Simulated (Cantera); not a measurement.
# Diamond growth

A diamond (100) surface in a fixed gas of H2 with x(CH4) = 0.0027, x(H) = 0.00072, x(CH3) = 0.00045, at 1275 K; coverages are run to steady state.

Detailed kinetics in Cantera: the Harris–Goodwin 1993 mechanism for the reconstructed diamond (100) surface.

```csv
P (Pa),growth (µm/h),θ c6HH,θ c6H*,θ c6*H,θ c6**,θ c6HM
860,0.169,0.448,0.0433,0.482,0.0225,0.000219
1300,0.296,0.448,0.0432,0.482,0.0223,0.000340
1900,0.484,0.448,0.0432,0.482,0.0222,0.000506
2900,0.823,0.448,0.0432,0.481,0.0220,0.000783
4300,1.34,0.447,0.0431,0.481,0.0219,0.00117
6500,2.25,0.447,0.0431,0.480,0.0218,0.00177
9700,3.77,0.446,0.0430,0.479,0.0217,0.00263
15000,6.77,0.445,0.0429,0.478,0.0217,0.00402
```
θ: site fractions in the mechanism's names (c6HH fully hydrogenated, c6H* and c6*H radical sites, c6** diradical, c6HM methylated).
